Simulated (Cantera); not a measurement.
Source: NASA polynomial tables (part measured, part estimated), evaluated in Cantera. Values are per mole of reaction as written; species without (g) are pure solids or liquids, kept so even where they would boil at 1 bar.

Task: Between 1523 and 2423 K, where is each reaction favourable under standard conditions?
- CaF₂ + Cl₂(g) = CaCl₂ + 2 F(g)

Result: 
- CaF₂ + Cl₂(g) = CaCl₂ + 2 F(g): ΔG° is 367 kJ at 1523 K and 231 kJ at 2423 K; it stays positive (K < 1). ΔH° is 590 kJ and ΔS° 148 J/K at 2423 K.
